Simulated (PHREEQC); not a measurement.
A solution holds 0.0032 mol/kgw CsOH and 3.3e-07 mol/kgw H4SiO4, at 25 °C. Closed to the air; pH follows from the charge balance.

All values are PHREEQC results (ion-association model, wateq4f.dat), not measurements.

```json
[
 {"quantity": "pH", "before": "11.48", "after": "10.49"},
 {"quantity": "H4SiO4 (mol/kgw)", "before": "6.69e-9", "after": "5.77e-8"},
 {"quantity": "SI of Quartz (SiO2)", "before": "-4.19", "after": "-3.26"}
]
```

Question: What was changed between the two runs?
A) temperature from 25 to 85 °C
B) CsOH from 0.0032 to 0.00032 mol/kgw
C) temperature from 25 to 70 °C
D) 0.0019 mol/kgw Na2CO3 added
E) CsOH from 0.0032 to 0.00352 mol/kgw

Answer: B, CsOH from 0.0032 to 0.00032 mol/kgw

This is a speciation only: nothing precipitates in the calculation.
